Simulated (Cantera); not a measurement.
Input: 1 mol Si, 0.14 mol O₂, 43 mol H₂, 0.011 mol CO₂, equilibrated at 1125 K and 1.33 mbar.

These are equilibrium values from Cantera (NASA tables, ideal gas, pure condensed phases), not measurements of a reactor. Candidate condensed phases: C, C₆H₆, C₇H₈, C₈H₁₈, H₂O, Si, SiC, SiO₂; 123 gas species. Mutual solubility and eutectic melting of coexisting phases are not modelled. The numbers say what is thermodynamically allowed, not how fast it happens.

Base state: H₂ 1.000, SiO 4.01e-5 (mole fractions); condensed: Si(s) + SiC(s) + SiO₂(β-quartz).

Task: What changes in the equilibrium state with this change: temperature from 1125 K to 2150 K?

Result: 
```tsv
species	before	after
H₂	1.000	0.871
H	1.22e-6	0.108
Si	<1e-9	0.0149
SiH	<1e-9	0.000249
Si₂	<1e-9	1.92e-5
SiH₂	2.37e-9	1.81e-5
CO	1.80e-7	0.000236
Si(s), mol	0.837	0
SiC(s), mol	0.0110	0
SiO₂(β-quartz), mol	0.150	0
```
Gases not in the tables: Si₂H₆ and higher silanes.
